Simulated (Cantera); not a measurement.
Silicon oxide and oxynitride deposition: TEOS + O3

Feed: 1 mol TEOS, 2.7 mol O3, at 775 K and 1.00 Torr.

These are equilibrium values from Cantera (NASA tables, ideal gas, pure condensed phases), not measurements of a reactor. Candidate condensed phases: C, C6H6, C7H8, C8H18, H2O, Si, SiC, SiO2; 123 gas species. The feed counts by its element totals alone. The numbers say what is thermodynamically allowed, not how fast it happens.

The x(H2) is 0.529, the x(CO) is 0.354 and the x(CO2) is 0.0903. The x(H2O) is 0.0267 and the x(CH4) is 0.000321. The n(SiO2(α-quartz)) is 1.00 mol and the gas amount is 17.99 mol. The log10 activity of C(graphite) (absent) is -0.38. The log10 activity of Si(s) (absent) is -21.69.
